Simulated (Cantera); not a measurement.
Mixture: H2 : O2 : N2 = 1 : 0.227 : 0.855 (molar parts), equivalence ratio 2.2, at 1.01 bar, adiabatic and at constant pressure. Ignition delay is the time to a rise of 400 K.

Cantera simulation using the H2/O2 subset of GRI-Mech 3.0, which has no nitrogen chemistry; the numbers are that mechanism's predictions, not measurements. Below about 950 K walls govern HO2 and H2O2 in real vessels. Where the delays flatten at high temperature, the 400 K rule measures the pace of heat release, not the induction time.

Task: Predict: delay at 900 K; delay at 1000 K; delay at 1100 K; delay at 1200 K; delay at 1300 K.

Result: 
```json
{
 "delay at 900 K": "0.180 s",
 "delay at 1000 K": "0.408 ms",
 "delay at 1100 K": "0.105 ms",
 "delay at 1200 K": "53.9 µs",
 "delay at 1300 K": "33.9 µs"
}
```
